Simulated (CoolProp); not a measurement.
Values from CoolProp's reference Helmholtz-energy equation of state, Gao 2022.

Question: For n-perfluorohexane, give the phase and the cv (kJ/(kg K)), speed of sound (m/s) at 176.85 °C and 0.581 bar; 176.85 °C and 21.2 bar.

Answer: 
- 176.85 °C and 0.581 bar: gas; cv 0.983, speed of sound 105
- 176.85 °C and 21.2 bar: supercritical; cv 1.05, speed of sound 76.8
